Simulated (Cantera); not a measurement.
An isothermal, constant-pressure homogeneous reactor starts with CH4 : CO2 = 1 : 0.54 (molar parts), at 2150 K and 500000 Pa. Integrator tolerance rtol = 1e-08.

Cantera simulation using GRI-Mech 3.0 (53 species, 325 reactions); the numbers are that mechanism's predictions, not measurements. GRI-Mech 3.0 stops at C3 and has no aromatics, soot or wall deposition, so with more carbon than oxygen in the feed, carbon stays in small species such as C2H2 where larger ones or solid carbon would form.

Problem. What does this change do: temperature 2150 to 1373 K?

Solution. 
| quantity | before | after |
|---|---|---|
| x(CH4) at 50.0 s | 0.00384 (gas-phase equilibrium 0.00384) | 0.286 (gas-phase equilibrium 0.167) |
| x(CO2) at 50.0 s | 9.92e-7 (gas-phase equilibrium 9.98e-7) | 0.0802 (gas-phase equilibrium 4.91e-5) |
| x(OH) at 50.0 s | 2.66e-9 (gas-phase equilibrium 2.68e-9) | 7.48e-9 (gas-phase equilibrium 4.27e-12) |
| x(H2) at 50.0 s | 0.570 (gas-phase equilibrium 0.570) | 0.188 (gas-phase equilibrium 0.418) |
| x(HCO) at 50.0 s | 6.52e-7 (gas-phase equilibrium 6.52e-7) | 2.31e-9 (gas-phase equilibrium 5.57e-9) |
| x(H) at 50.0 s | 0.00143 (gas-phase equilibrium 0.00143) | 6.49e-7 (gas-phase equilibrium 9.70e-7) |
